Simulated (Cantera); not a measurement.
Predominance diagram of V at 827 °C against the partial pressures of O2 and N2 (log10, bar). Source: NASA polynomial tables (part measured, part estimated), evaluated in Cantera. Candidates: V(s), VN(s), VO(s), V2O3(s), V2O4(s), V2O5(l). Only these pure phases compete in this equilibrium. VN, VO: taken at fixed stoichiometry. Not in the tables: V3O5 to V6O13, V2N.

```
log p(N2) \ log p(O2)
        columns: -17, -16.2, -15.4, -14.6, -13.8, -13, -12.1, -11.3, -10.5, -9.7, -8.9, -8.1, -7.3, -6.5, -5.7, -4.9, -4, -3.2, -2.4, -1.6, -0.8, 0
      0  A A A A A A A B B B B B B B B B B B C C C C
   -2.1  A A A A A A A B B B B B B B B B B B C C C C
   -4.2  A A A A A A A B B B B B B B B B B B C C C C
   -6.4  A A A A A A A B B B B B B B B B B B C C C C
   -8.5  A A A A A A A B B B B B B B B B B B C C C C
  -10.6  A A A A A A A B B B B B B B B B B B C C C C
  -12.8  A A A A A A A B B B B B B B B B B B C C C C
  -14.9  A A A A A A A B B B B B B B B B B B C C C C
    -17  A A A A A A A B B B B B B B B B B B C C C C
```

A: V2O3(s); B: V2O4(s); C: V2O5(l).
